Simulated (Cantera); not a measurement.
**CuF2 + H2 (halide evaporation, hydrolysis and transport)**

Input: 1 mol CuF2, 0.18 mol H2, at 848.15 K and 133 Pa.

Method: chemical equilibrium by Gibbs-energy minimisation in Cantera with the NASA 1993 tables (ideal gas, pure condensed phases). Candidate condensed phases: Cu, CuF2; 15 gas species. The numbers say what is thermodynamically allowed, not how fast it happens.

```json
{
 "x(HF)": "1.000",
 "x(CuF)": "4.87e-5",
 "x(CuF2)": "3.68e-5",
 "n(Cu(s))": "0.180 mol",
 "n(CuF2(s))": "0.820 mol",
 "gas_amount": "0.3600 mol"
}
```
